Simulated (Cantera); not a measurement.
Feed: 1 mol SiO2, 0.28 mol C, 0.018 mol N2, equilibrated at 100000 Pa.

These are equilibrium values from Cantera (NASA tables, ideal gas, pure condensed phases), not measurements of a reactor. Candidate condensed phases: C, Si, SiC, SiO2, Si2N2O, Si3N4; 34 gas species. Mutual solubility and eutectic melting of coexisting phases are not modelled. The tables hold silica as quartz up to 1696 K and as liquid above; real silica turns to tridymite and cristobalite and melts near 1996 K. The numbers say what is thermodynamically allowed, not how fast it happens.

Task: Which condensed phases are stable at each of these points (T (K)): 1950, 2000, 2050, 2100, 2150, 2200, 2250, 2300, 2350, 2400?

Result: 
```tsv
T (K)	condensed phases	Si condensed (%)
1950	SiC(s) + SiO2(condensed) + Si2N2O(s)	98.2
2000	SiC(s) + SiO2(l) + Si2N2O(s)	95.7
2050	SiC(s) + SiO2(l) + Si2N2O(s)	86.7
2100	SiO2(l)	72.0
2150	SiO2(l)	72.0
2200	SiO2(l)	72.0
2250	SiO2(l)	72.0
2300	SiO2(l)	72.0
2350	SiO2(l)	71.9
2400	SiO2(l)	71.9
```

At 1950 K the condensed part is SiC(s) + SiO2(condensed) + Si2N2O(s). From 2000 K to 2050 K the condensed part is SiC(s) + SiO2(l) + Si2N2O(s). From 2100 K to 2400 K the condensed part is SiO2(l).
